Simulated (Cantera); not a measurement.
What does this Cantera script print?

```python
import numpy as np
import cantera as ct

gas_names = """
    CL CL2 H HCL H2 N NH NH2 NH3 N2 N2H2 N2H4 Si SiCL SiCL2 SiCL3 SiCL4 SiH SiHCL3 SiH2 SiH2CL2 SiH3
    SiH3CL SiH4 SiN Si2 Si2N Si3
""".split()
cond_names = """
    NH4CL(a) NH4CL(b) Si(cr) Si(L) Si3N4(a)
""".split()


# ... load() reads the species with a 1 bar reference pressure and builds the phases ...
atoms = {
    'Si3N4': {'Si': 3, 'N': 4},
    'Cl2': {'CL': 2},
    'H2': {'H': 2},
}
top_T = {'Si3N4(a)': 2400}  # K; cautious upper limits of use, not melting points


# ... equilibrate(T, P, feed) seeds the gas with the atoms and calls Mixture.equilibrate('TP', solver="vcs", rtol=1e-11, max_steps=5000) ...
results = []
feed = {'Si3N4': 1, 'Cl2': 1.1, 'H2': 2.3}  # mol
P = 82  # Pa
for T in [700, 775, 850, 925, 1000, 1075, 1150, 1225, 1300, 1375]:
    mix = equilibrate(T, P, feed)
    results.append((T, P, feed, dict(zip(mix.species_names, mix.species_moles))))

top = {s: max(r[3][s] / sum(r[3][g] for g in gas_names) for r in results) for s in gas_names}
cols = sorted((s for s in top if top[s] > 0.001), key=lambda s: -top[s])[:7]
seen = [c for c in cond_names if any(r[3].get(c, 0) > 1e-12 for r in results)]
print("log10 of partial pressures in bar; condensed amounts in mol")
print(f"{'T/K':>10s}" + "".join(f"{s[:9]:>10s}" for s in cols + seen))
for T, P, feed, n in results:
    ng = sum(n[g] for g in gas_names)
    print(f"{T:10.4g}" + "".join(f"{np.log10(max(n[s] / ng * P / 1e5, 1e-99)):10.3f}" for s in cols)
          + "".join(f"{n.get(c, 0):10.4g}" for c in seen))
```

It prints:

```
log10 of partial pressures in bar; condensed amounts in mol
       T/K        H2       HCL     SiCL2        N2     SiCL4     SiCL3  Si3N4(a)
       700    -3.374    -3.534   -13.693    -4.377    -4.201   -10.206    0.9152
       775    -3.389    -3.497   -11.646    -4.428    -4.252    -9.025    0.9243
       850    -3.402    -3.469    -9.965    -4.473    -4.298    -8.057    0.9316
       925    -3.413    -3.448    -8.561    -4.512    -4.339    -7.249    0.9375
      1000    -3.421    -3.432    -7.373    -4.546    -4.377    -6.567    0.9421
      1075    -3.429    -3.420    -6.358    -4.572    -4.417    -5.987    0.9453
      1150    -3.435    -3.413    -5.499    -4.573    -4.479    -5.509    0.9452
      1225    -3.441    -3.420    -4.815    -4.508    -4.624    -5.169    0.9354
      1300    -3.442    -3.458    -4.345    -4.356    -4.954    -5.036    0.9056
      1375    -3.429    -3.544    -4.067    -4.191    -5.506    -5.118    0.8563
```

These are equilibrium values from Cantera (NASA tables, ideal gas, pure condensed phases), not measurements of a reactor. The tables' values for SiCl3 are old estimates; treat these amounts as uncertain.
